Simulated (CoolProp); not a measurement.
Vapour-liquid equilibrium of propane (1) + n-pentane (2) at -22.45 °C; x and y are mole fractions of (1).

Computed with CoolProp (multi-fluid Helmholtz-energy mixture model, Lemmon 2009 and Thol 2019; pair parameters Kunz 2012).

| x | bubble pressure (MPa) | y at the bubble point | dew pressure at overall composition x (MPa) | liquid density (mol/L) |
|---|---|---|---|---|
| 0.05 | 0.02218 | 0.658 | 0.008300 | 9.328 |
| 0.2 | 0.05977 | 0.889 | 0.009818 | 9.667 |
| 0.35 | 0.09250 | 0.939 | 0.01201 | 10.11 |
| 0.5 | 0.1228 | 0.962 | 0.01547 | 10.64 |
| 0.65 | 0.1522 | 0.977 | 0.02171 | 11.23 |
| 0.8 | 0.1816 | 0.988 | 0.03627 | 11.86 |
| 0.95 | 0.2126 | 0.997 | 0.1054 | 12.46 |

No azeotrope shows between x = 0.05 and 0.95.

The pair parameters rest on a limited set of measurements; away from them the model extrapolates.
